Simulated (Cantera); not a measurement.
**Premixed flame**

A freely propagating, adiabatic, planar premixed flame of 2.90 % CH4, 2.76 % C2H6, 19.8 % O2, 74.5 % N2, equivalence ratio 0.78, unburnt at 425 K and 1.00 bar; multicomponent transport, grid criteria slope 0.08 and curve 0.16, no radiation.

Model: GRI-Mech 3.0 (53 species, 325 reactions), integrated in Cantera. Burning velocities carry a grid error of a few per cent, more on coarse grids.

```json
[
 {"z (mm)": "-1.27", "T (K)": "425", "u (m/s)": "0.548", "x CH4": "0.0290", "x C2H6": "0.0275", "x O2": "0.198", "x CH3": "<1e-8", "x NO": "<1e-8", "x H2": "0.000534"},
 {"z (mm)": "-0.846", "T (K)": "427", "u (m/s)": "0.551", "x CH4": "0.0289", "x C2H6": "0.0275", "x O2": "0.198", "x CH3": "<1e-8", "x NO": "<1e-8", "x H2": "0.00138"},
 {"z (mm)": "-0.635", "T (K)": "434", "u (m/s)": "0.561", "x CH4": "0.0287", "x C2H6": "0.0274", "x O2": "0.197", "x CH3": "<1e-8", "x NO": "<1e-8", "x H2": "0.00248"},
 {"z (mm)": "-0.423", "T (K)": "489", "u (m/s)": "0.635", "x CH4": "0.0276", "x C2H6": "0.0269", "x O2": "0.192", "x CH3": "6.73e-8", "x NO": "2.46e-8", "x H2": "0.00464"},
 {"z (mm)": "-0.212", "T (K)": "835", "u (m/s)": "1.10", "x CH4": "0.0210", "x C2H6": "0.0200", "x O2": "0.163", "x CH3": "6.38e-5", "x NO": "5.23e-7", "x H2": "0.00814"},
 {"z (mm)": "-0.106", "T (K)": "1208", "u (m/s)": "1.61", "x CH4": "0.0133", "x C2H6": "0.00930", "x O2": "0.127", "x CH3": "0.000838", "x NO": "1.56e-6", "x H2": "0.00991"},
 {"z (mm)": "0", "T (K)": "1578", "u (m/s)": "2.12", "x CH4": "0.00405", "x C2H6": "0.000668", "x O2": "0.0863", "x CH3": "0.00104", "x NO": "3.15e-6", "x H2": "0.00973"},
 {"z (mm)": "0.106", "T (K)": "1731", "u (m/s)": "2.32", "x CH4": "0.000326", "x C2H6": "1.65e-6", "x O2": "0.0634", "x CH3": "7.89e-5", "x NO": "5.17e-6", "x H2": "0.00664"},
 {"z (mm)": "0.212", "T (K)": "1786", "u (m/s)": "2.39", "x CH4": "1.39e-5", "x C2H6": "<1e-8", "x O2": "0.0555", "x CH3": "3.34e-6", "x NO": "6.83e-6", "x H2": "0.00516"},
 {"z (mm)": "0.423", "T (K)": "1855", "u (m/s)": "2.46", "x CH4": "3.13e-8", "x C2H6": "<1e-8", "x O2": "0.0503", "x CH3": "<1e-8", "x NO": "9.28e-6", "x H2": "0.00452"},
 {"z (mm)": "0.846", "T (K)": "1934", "u (m/s)": "2.56", "x CH4": "<1e-8", "x C2H6": "<1e-8", "x O2": "0.0470", "x CH3": "<1e-8", "x NO": "1.29e-5", "x H2": "0.00350"},
 {"z (mm)": "1.69", "T (K)": "2004", "u (m/s)": "2.64", "x CH4": "<1e-8", "x C2H6": "<1e-8", "x O2": "0.0449", "x CH3": "<1e-8", "x NO": "1.79e-5", "x H2": "0.00214"},
 {"z (mm)": "3.39", "T (K)": "2051", "u (m/s)": "2.69", "x CH4": "<1e-8", "x C2H6": "<1e-8", "x O2": "0.0435", "x CH3": "<1e-8", "x NO": "2.41e-5", "x H2": "0.00110"}
]
```
x: mole fraction of selected species; z is measured from the peak of heat release.

| Quantity | Value |
|---|---|
| laminar burning velocity | 54.8 cm/s |
| thermal thickness | 0.423 mm |
| peak x(CH3) | 0.00143 |
| peak x(H2) | 0.0103 |
| grid points | 140 |
